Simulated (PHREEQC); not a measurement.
## Reverse-osmosis permeate: an equilibrium model

A made-up water analysis in mg/L, 52 °C, pH 5.69, pe 1.9: Na 4.01; K 0.00989; Ca 2.07; Mg 1.11; Cl 4.17; S(6) as SO4 1.9; Alkalinity as HCO3 13.3; Si as SiO2 0.102; N(-3) as NH4 0.00525; F 0.0255; Li 0.0297.

Valence states are taken as typed.

Computed with PHREEQC (ion-association model, phreeqc.dat).

Precipitation was switched off in this run.

**Question.** What charge-balance error does the model give?

**Answer.** charge-balance error -0.3 %.

**Question.** In which forms is S present?

**Answer.** SO4-2 97 %, MgSO4 1.6 %, CaSO4 0.9 % of the S.

Species that the database lacks are ignored. Away from 25 °C the constants follow the database's enthalpies or fits; those with neither stay at their 25 °C values. SiF6-2 is the database's only silicon fluoride.
